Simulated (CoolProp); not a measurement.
Vapour-liquid equilibrium of isobutane (1) + isobutene (2) at 15.8 kPa; x and y are mole fractions of (1).

Computed with CoolProp (multi-fluid Helmholtz-energy mixture model, Bücker 2006 and Lemmon 2005; pair parameters Bell 2016).

```tsv
x	bubble temperature, mixture model (°C)	bubble temperature, Raoult's law (°C)	y, mixture model	y, Raoult's law
0.05	-46.8	-46.7	0.069	0.064
0.2	…	-47.4	0.255	0.245
0.35	-48.6	-48.2	0.418	0.412
0.5	-49.3	-48.9	…	0.566
0.65	-49.9	-49.6	0.701	0.708
0.8	…	-50.2	0.832	0.840
0.95	-50.9	-50.9	0.958	0.961
```

### Question
What belongs in the gaps?

### Answer

- 0.2, bubble temperature, mixture model (°C): -47.8
- 0.5, y, mixture model: 0.565
- 0.8, bubble temperature, mixture model (°C): -50.4

The largest gap from Raoult's law is -0.4 K in bubble temperature, at x = 0.5. No azeotrope shows between x = 0.05 and 0.95.

Pair parameters are fitted to limited data, so mixtures are less certain than the pure fluids.
